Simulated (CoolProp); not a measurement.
The fluid at 434.11 K and 13.7 MPa flows at 4 m/s in a round tube of 12.7 mm bore and 15 µm roughness, fully developed (64/Re and Nu = 3.66 if laminar; Colebrook and Gnielinski if turbulent). The same conditions are run with several fluids, on thermodynamics alone (safety and materials aside).

Computed with CoolProp (reference Helmholtz-energy equation of state of each fluid (R123: Younglove 1994; water: Wagner 2002; toluene: Lemmon 2006; n-heptane: Span 2003; p-xylene: Zhou 2012)).

Question: Rank R123, water, toluene, n-heptane, p-xylene by Reynolds number, highest first.

Answer: R123 (391000), water (269000), n-heptane (191000), toluene (187000), p-xylene (176000)

```
fluid      Darcy friction factor  pressure drop (Pa/m)  heat-transfer coefficient (W/(m² K))  mass flow (kg/h)
---------  ---------------------  --------------------  ------------------------------------  ----------------
R123                      0.0211                 15400                                  8000              2110
water                     0.0214                 12300                                 40500              1670
toluene                   0.0218                 10300                                  8400              1370
n-heptane                 0.0218                  8000                                  8250              1060
p-xylene                  0.0219                 10400                                  8130              1370
```

Transport values come from each fluid's own correlations.
